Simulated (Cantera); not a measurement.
An adiabatic, constant-pressure homogeneous reactor starts with CO : H2 : CH4 : O2 : N2 = 1 : 0.042 : 0.2 : 1.37 : 5.17 (molar parts), equivalence ratio 0.67, at 1050 K and 2.86 atm. Integrator tolerance rtol = 1e-08.

Computed with Cantera and GRI-Mech 3.0 (53 species, 325 reactions).

Task: What does this change do: pressure from 2.86 atm to 9.87 atm?

Result: 
```
quantity                                                              before                                      after
---------------------------------  -----------------------------------------  -----------------------------------------
time of steepest temperature rise                                    4.47 ms                                    4.63 ms
temperature at 0.200 s                                                2462 K                                     2495 K
equilibrium temperature                                               2462 K                                     2495 K
x(CO) at 0.200 s                       0.0111 (gas-phase equilibrium 0.0111)    0.00744 (gas-phase equilibrium 0.00744)
x(H2) at 0.200 s                   0.000677 (gas-phase equilibrium 0.000677)  0.000444 (gas-phase equilibrium 0.000444)
x(CH4) at 0.200 s                      <1e-12 (gas-phase equilibrium <1e-12)      <1e-12 (gas-phase equilibrium <1e-12)
x(HCN) at 0.200 s                  1.75e-11 (gas-phase equilibrium 1.75e-11)  2.11e-11 (gas-phase equilibrium 2.11e-11)
x(O2) at 0.200 s                       0.0596 (gas-phase equilibrium 0.0596)      0.0581 (gas-phase equilibrium 0.0581)
x(CH2O) at 0.200 s                 8.71e-12 (gas-phase equilibrium 8.71e-12)  1.32e-11 (gas-phase equilibrium 1.32e-11)
```

Task: What does this change do: initial temperature 1050 to 1798 K?

Result: 
```
quantity                                                              before                                      after
---------------------------------  -----------------------------------------  -----------------------------------------
time of steepest temperature rise                                    4.47 ms                                    23.0 µs
temperature at 0.200 s                                                2462 K                                     2810 K
equilibrium temperature                                               2462 K                                     2810 K
x(CO) at 0.200 s                       0.0111 (gas-phase equilibrium 0.0111)      0.0427 (gas-phase equilibrium 0.0427)
x(H2) at 0.200 s                   0.000677 (gas-phase equilibrium 0.000677)    0.00252 (gas-phase equilibrium 0.00252)
x(CH4) at 0.200 s                      <1e-12 (gas-phase equilibrium <1e-12)      <1e-12 (gas-phase equilibrium <1e-12)
x(HCN) at 0.200 s                  1.75e-11 (gas-phase equilibrium 1.75e-11)  5.52e-10 (gas-phase equilibrium 5.52e-10)
x(O2) at 0.200 s                       0.0596 (gas-phase equilibrium 0.0596)      0.0657 (gas-phase equilibrium 0.0657)
x(CH2O) at 0.200 s                 8.71e-12 (gas-phase equilibrium 8.71e-12)  1.26e-10 (gas-phase equilibrium 1.26e-10)
```

Task: What does this change do: initial temperature 1050 to 1525 K?

Result: 
| quantity | before | after |
|---|---|---|
| time of steepest temperature rise | 4.47 ms | 89.7 µs |
| temperature at 0.200 s | 2462 K | 2697 K |
| equilibrium temperature | 2462 K | 2697 K |
| x(CO) at 0.200 s | 0.0111 (gas-phase equilibrium 0.0111) | 0.0299 (gas-phase equilibrium 0.0299) |
| x(H2) at 0.200 s | 0.000677 (gas-phase equilibrium 0.000677) | 0.00175 (gas-phase equilibrium 0.00175) |
| x(CH4) at 0.200 s | <1e-12 (gas-phase equilibrium <1e-12) | <1e-12 (gas-phase equilibrium <1e-12) |
| x(HCN) at 0.200 s | 1.75e-11 (gas-phase equilibrium 1.75e-11) | 2.11e-10 (gas-phase equilibrium 2.11e-10) |
| x(O2) at 0.200 s | 0.0596 (gas-phase equilibrium 0.0596) | 0.0632 (gas-phase equilibrium 0.0632) |
| x(CH2O) at 0.200 s | 8.71e-12 (gas-phase equilibrium 8.71e-12) | 6.10e-11 (gas-phase equilibrium 6.10e-11) |
